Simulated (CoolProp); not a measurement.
Properties of decamethylcyclopentasiloxane (D5) along the isobar 437 kPa.

Model: reference Helmholtz-energy equation of state, Thol 2019, in CoolProp.

| T (K) | phase | density (kg/m³) | cp (kJ/(kg K)) | expansivity (1/kK) |
|---|---|---|---|---|
| 500.3 | liquid | 723.3 | 2.029 | 1.945 |
| 508.3 | liquid | 711.8 | 2.046 | 2.053 |
| 516.3 | liquid | 699.9 | 2.064 | 2.180 |
| 524.3 | liquid | 687.4 | 2.083 | 2.331 |
| 532.3 | liquid | 674.2 | 2.104 | 2.515 |
| 540.2 | liquid | 660.4 | 2.126 | 2.742 |
| 548.2 | liquid | 645.3 | 2.152 | 3.036 |
| 556.2 | liquid | 628.9 | 2.182 | 3.429 |
| 564.2 | gas | 46.45 | 1.961 | 5.139 |
| 572.1 | gas | 44.69 | 1.962 | 4.632 |
| 580.1 | gas | 43.14 | 1.965 | 4.229 |
| 588.1 | gas | 41.76 | 1.970 | 3.903 |
| 596.1 | gas | 40.52 | 1.977 | 3.634 |
| 604 | gas | 39.41 | 1.984 | 3.409 |
| 612 | gas | 38.38 | 1.992 | 3.213 |
| 620 | gas | 37.43 | 2.001 | 3.044 |
